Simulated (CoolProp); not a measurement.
Properties of methane along the isotherm 279.1 K.

Values from CoolProp's reference Helmholtz-energy equation of state, Setzmann 1991.

| p (MPa) | phase | cp (kJ/(kg K)) | cv (kJ/(kg K)) | speed of sound (m/s) | viscosity (µPa s) | conductivity (mW/(m K)) | fugacity coefficient |
|---|---|---|---|---|---|---|---|
| 4.18 | gas | 2.539 | 1.721 | 420.9 | 11.4 | 35.1 | 0.9131 |
| 8.36 | supercritical | 3.040 | 1.775 | 418.7 | 12.8 | 40.9 | 0.8360 |
| 12.5 | supercritical | 3.554 | 1.815 | 438.7 | 15.1 | 49.3 | 0.7715 |
| 16.7 | supercritical | 3.816 | 1.835 | 484.6 | 17.9 | 58.5 | 0.7205 |
| 20.9 | supercritical | 3.803 | 1.843 | 546.2 | 21.0 | 66.6 | 0.6838 |
| 25.1 | supercritical | 3.695 | 1.848 | 611.4 | 23.9 | 73.4 | 0.6592 |
| 29.3 | supercritical | 3.579 | 1.852 | 674.3 | 26.6 | 79.5 | 0.6440 |
| 33.4 | supercritical | 3.482 | 1.858 | 731.9 | 29.1 | 84.9 | 0.6362 |
| 37.6 | supercritical | 3.400 | 1.864 | 786.6 | 31.4 | 90.0 | 0.6337 |
| 41.8 | supercritical | 3.334 | 1.871 | 837.3 | 33.6 | 94.8 | 0.6358 |
| 46 | supercritical | 3.279 | 1.878 | 884.6 | 35.7 | 99.3 | 0.6417 |

Viscosity comes from a separate model (Quiñones-Cisneros 2006). Thermal conductivity comes from a separate model (Friend 1989).
